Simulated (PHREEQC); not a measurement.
A PHREEQC input (ion-association model, phreeqc.dat):

```
SOLUTION 1
  temp 25
  units mg/L
  pH 6.32
  pe 8.5
  Na 3.36
  K 0.203
  Ca 1.44
  Mg 1.01
  Cl 4.38
  S(6) 2.43 as SO4
  Alkalinity 8.12 as HCO3
  F 0.151
  Si 0.0248 as SiO2
END
USE solution 1
EQUILIBRIUM-PHASES 1
  Quartz 0 0.5
  CO2(g) -2 10
END
```

The run finishes with these warnings:
```
WARNING: Unknown input, no keyword has been specified.
WARNING: 	  Quartz 0 0.5
WARNING: 	  CO2(g) -2 10
```

Its last state differs from that of the intended input:

```
quantity                    as run  intended
------------------------  --------  --------
pH                            6.32      5.94
ionic strength (mol/kgw)  0.000412  0.000413
CO2 (mol/kgw)             0.000140  0.000340
H3SiO4- (mol/kgw)         1.30e-10   1.37e-8
HF (mol/kgw)               5.55e-9   1.34e-8
CO3-2 (mol/kgw)            1.40e-8   5.84e-9
SI of Quartz (SiO2)          -2.40     +0.00
```

The fault: the keyword misspelt. The line should read `EQUILIBRIUM_PHASES 1` where the input has `EQUILIBRIUM-PHASES 1`.
